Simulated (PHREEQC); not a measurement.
A solution holds 87 mmol/kgw Na2SeO4, 8.7 mmol/kgw H2SO4 and 11 mmol/kgw FeCl3, at 20 °C. Closed to the air; pH follows from the charge balance.

All values are PHREEQC results (ion-association model, wateq4f.dat), not measurements.

Each row changes one thing in this solution. Precipitation was switched off in this run.

```tsv
case	pH	ionic strength (mol/kgw)	SeO4-2 (mol/kgw)	HSeO4- (mol/kgw)	FeSO4+ (mol/kgw)	Fe+3 (mol/kgw)	SI of Jarosite-Na (NaFe3(SO4)2(OH)6)	SI of Mirabilite (Na2SO4:10H2O)
as made	2.13	0.301	0.0780	0.00901	0.00421	0.00378	+0.32	-3.61
temperature from 20 to 65 °C	2.29	0.289	0.0709	0.0161	0.00254	0.000953	+2.96	-5.47
Na2SeO4 from 0.087 to 0.0957 mol/kgw	2.15	0.326	0.0862	0.00950	0.00411	0.00381	+0.43	-3.53
H2SO4 from 0.0087 to 0.00174 mol/kgw	2.44	0.310	0.0823	0.00466	0.000874	0.00365	+0.79	-4.27
0.0026 mol/kgw Li2SO4 added	2.15	0.303	0.0782	0.00876	0.00505	0.00327	+0.50	-3.47
H2SO4 replaced by Fe2(SO4)3 at the same molality	2.49	0.350	0.0828	0.00423	0.0133	0.00436	+3.44	-3.16
0.003 mol/kgw CaCl2 added	2.14	0.309	0.0780	0.00899	0.00411	0.00375	+0.29	-3.61
```

Some of these states are supersaturated (in Jarosite-Na, Hematite (slow to form), for instance). Constants without temperature data keep their 25 °C values here.
